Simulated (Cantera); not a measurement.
An adiabatic, constant-pressure homogeneous reactor starts with 6.00 % CH₄, 16.7 % O₂, 62.4 % N₂, 15.0 % H₂O, equivalence ratio 0.72, at 1750 K and 0.200 bar.

Model: GRI-Mech 3.0 (53 species, 325 reactions), integrated in Cantera.

x: mole fraction; the columns are a selection and need not sum to one.

```
t (s)     T (K)   x CH₄    x O₂  x H₂O     x HCN     x HO₂     x OH   x CH₂CO
--------  -----  ------  ------  -----  --------  --------  -------  --------
2.00e-6    1750  0.0600   0.167  0.150    <1e-12   2.75e-7  2.50e-7    <1e-12
4.55e-6    1750  0.0599   0.167  0.150    <1e-12   6.07e-7  6.19e-7    <1e-12
1.04e-5    1750  0.0599   0.167  0.150    <1e-12   1.29e-6  1.02e-6    <1e-12
2.36e-5    1750  0.0599   0.167  0.150    <1e-12   2.52e-6  1.48e-6    <1e-12
5.37e-5    1750  0.0599   0.167  0.150    <1e-12   4.23e-6  2.48e-6  1.48e-11
0.000122   1749  0.0597   0.167  0.150    <1e-12   6.09e-6  5.10e-6       ___
0.000278   1749  0.0588   0.166  0.150  5.10e-12   1.25e-5  1.66e-5       ___
0.000632   1922  0.0226   0.132  0.179   1.92e-7  0.000229  0.00147       ___
0.00144    2358  <1e-12  0.0552  0.220  1.70e-12   3.37e-6   0.0257    <1e-12
0.00328    2476  <1e-12  0.0526  0.230  5.65e-12   4.65e-6   0.0242    <1e-12
0.00746    2503  <1e-12  0.0515  0.233  1.08e-11   5.12e-6   0.0236    <1e-12
0.0170     2502  <1e-12  0.0505  0.233  1.82e-11   5.03e-6   0.0233    <1e-12
0.0386     2499  <1e-12  0.0491  0.233  2.85e-11   4.89e-6   0.0229    <1e-12
0.0879     2497  <1e-12  0.0481  0.233  3.52e-11   4.79e-6   0.0227    <1e-12
0.200      2496  <1e-12  0.0480  0.233  3.62e-11   4.78e-6   0.0226    <1e-12
```

Q: What belongs in the gaps?

A: 
- 0.000122, x CH₂CO: 1.13e-9
- 0.000278, x CH₂CO: 1.49e-7
- 0.000632, x CH₂CO: 0.000433
